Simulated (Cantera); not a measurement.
A perfectly stirred reactor is fed with NO : N₂ = 1 : 1 (molar parts), at 6100 Pa; it is held at 1650 K, and followed from long to short residence time.

Computed with Cantera and GRI-Mech 3.0 (53 species, 325 reactions).

### Question
What does this change do: temperature 1650 to 1673 K?

### Answer
```tsv
quantity	before	after
x(NO) at τ = 28.0 s	0.457	0.446
x(O) at τ = 28.0 s	1.79e-5	2.53e-5
x(N₂) at τ = 28.0 s	0.521	0.527
x(N₂O) at τ = 28.0 s	7.14e-5	6.85e-5
x(O₂) at τ = 28.0 s	0.0213	0.0268
x(NO) at τ = 0.380 s	0.499	0.499
x(O) at τ = 0.380 s	7.72e-6	1.05e-5
x(N₂) at τ = 0.380 s	0.500	0.500
x(N₂O) at τ = 0.380 s	6.89e-5	7.32e-5
x(O₂) at τ = 0.380 s	0.000262	0.000352
```

### Question
What does this change do: pressure from 6100 Pa to 3700 Pa?

### Answer
| quantity | before | after |
|---|---|---|
| x(NO) at τ = 28.0 s | 0.457 | 0.472 |
| x(O) at τ = 28.0 s | 1.79e-5 | 2.00e-5 |
| x(N₂) at τ = 28.0 s | 0.521 | 0.514 |
| x(N₂O) at τ = 28.0 s | 7.14e-5 | 7.53e-5 |
| x(O₂) at τ = 28.0 s | 0.0213 | 0.0139 |
| x(NO) at τ = 0.380 s | 0.499 | 0.500 |
| x(O) at τ = 0.380 s | 7.72e-6 | 9.83e-6 |
| x(N₂) at τ = 0.380 s | 0.500 | 0.500 |
| x(N₂O) at τ = 0.380 s | 6.89e-5 | 5.99e-5 |
| x(O₂) at τ = 0.380 s | 0.000262 | 0.000148 |
Radical loss at walls, strong at low pressure, is not modelled.

### Question
What does this change do: NO 1 to 5.7 parts?

### Answer
```
quantity                 before     after
---------------------  --------  --------
x(NO) at τ = 28.0 s       0.457     0.740
x(O) at τ = 28.0 s      1.79e-5   2.79e-5
x(N₂) at τ = 28.0 s       0.521     0.204
x(N₂O) at τ = 28.0 s    7.14e-5  0.000181
x(O₂) at τ = 28.0 s      0.0213    0.0550
x(NO) at τ = 0.380 s      0.499     0.849
x(O) at τ = 0.380 s     7.72e-6   1.09e-5
x(N₂) at τ = 0.380 s      0.500     0.150
x(N₂O) at τ = 0.380 s   6.89e-5  0.000197
x(O₂) at τ = 0.380 s   0.000262  0.000769
```
